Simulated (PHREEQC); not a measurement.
Make-up at 61 °C: 5.3 mol NaCl per kg of water. Closed to the air; pH follows from the charge balance.

All values are PHREEQC results (Pitzer model, pitzer.dat), not measurements.

Precipitation was switched off in this run.

Q: Estimate the activity of water, density, osmotic coefficient.

A: activity of water 0.794; density 1.155 g/cm³; osmotic coefficient 1.209.

At this temperature some constants are extrapolated from 25 °C, and those without enthalpy data are left unchanged.
